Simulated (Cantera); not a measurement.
**Hydrocarbon pyrolysis for carbon deposition**

An isothermal, constant-pressure homogeneous reactor starts with 41.7 % C3H8, 58.3 % H2, at 1323 K and 20.0 Torr.

Computed with Cantera and GRI-Mech 3.0 (53 species, 325 reactions). GRI-Mech 3.0 was tuned for natural gas; its chemistry of propane as a main component is partial and can be far from experiment. GRI-Mech 3.0 stops at C3 and has no aromatics, soot or wall deposition, so with more carbon than oxygen in the feed, carbon stays in small species such as C2H2 where larger ones or solid carbon would form. Radical loss at walls, strong at low pressure, is not modelled.

```json
[
 {"t (s)": "1.00e-5", "x C3H8": "0.417", "x H2": "0.583", "x C2H6": "1.43e-6", "x CH2": "5.92e-11", "x CH4": "5.33e-6", "x C2H": "<1e-12"},
 {"t (s)": "3.40e-5", "x C3H8": "0.416", "x H2": "0.583", "x C2H6": "1.47e-5", "x CH2": "2.67e-9", "x CH4": "6.73e-5", "x C2H": "<1e-12"},
 {"t (s)": "0.000115", "x C3H8": "0.413", "x H2": "0.582", "x C2H6": "0.000129", "x CH2": "1.03e-7", "x CH4": "0.000950", "x C2H": "<1e-12"},
 {"t (s)": "0.000392", "x C3H8": "0.390", "x H2": "0.574", "x C2H6": "0.00128", "x CH2": "7.07e-7", "x CH4": "0.0114", "x C2H": "<1e-12"},
 {"t (s)": "0.00133", "x C3H8": "0.295", "x H2": "0.542", "x C2H6": "0.00813", "x CH2": "8.47e-7", "x CH4": "0.0647", "x C2H": "4.92e-11"},
 {"t (s)": "0.00452", "x C3H8": "0.113", "x H2": "0.482", "x C2H6": "0.0158", "x CH2": "4.73e-7", "x CH4": "0.172", "x C2H": "7.45e-10"},
 {"t (s)": "0.0153", "x C3H8": "0.00699", "x H2": "0.459", "x C2H6": "0.00679", "x CH2": "7.36e-8", "x CH4": "0.237", "x C2H": "2.89e-9"},
 {"t (s)": "0.0521", "x C3H8": "0.000132", "x H2": "0.475", "x C2H6": "0.00148", "x CH2": "5.20e-9", "x CH4": "0.235", "x C2H": "1.45e-9"},
 {"t (s)": "0.177", "x C3H8": "5.99e-7", "x H2": "0.489", "x C2H6": "0.000294", "x CH2": "7.50e-10", "x CH4": "0.229", "x C2H": "7.60e-10"},
 {"t (s)": "0.601", "x C3H8": "9.96e-8", "x H2": "0.508", "x C2H6": "8.35e-5", "x CH2": "2.42e-10", "x CH4": "0.221", "x C2H": "6.02e-10"},
 {"t (s)": "2.04", "x C3H8": "4.38e-8", "x H2": "0.539", "x C2H6": "4.83e-5", "x CH2": "1.78e-10", "x CH4": "0.207", "x C2H": "7.81e-10"},
 {"t (s)": "6.94", "x C3H8": "8.46e-9", "x H2": "0.566", "x C2H6": "2.12e-5", "x CH2": "1.22e-10", "x CH4": "0.194", "x C2H": "8.54e-10"},
 {"t (s)": "23.6", "x C3H8": "3.95e-9", "x H2": "0.573", "x C2H6": "1.63e-5", "x CH2": "1.10e-10", "x CH4": "0.189", "x C2H": "8.55e-10"},
 {"t (s)": "80.0", "x C3H8": "3.87e-9", "x H2": "0.582", "x C2H6": "1.53e-5", "x CH2": "1.09e-10", "x CH4": "0.178", "x C2H": "8.87e-10"}
]
```
x: mole fraction; the columns are a selection and need not sum to one.

Equilibrium at this temperature and pressure: C3H8 2.56e-9, H2 0.676, C2H6 7.04e-6, CH2 9.90e-11, CH4 0.0557, C2H 1.66e-9 (gas phase only).
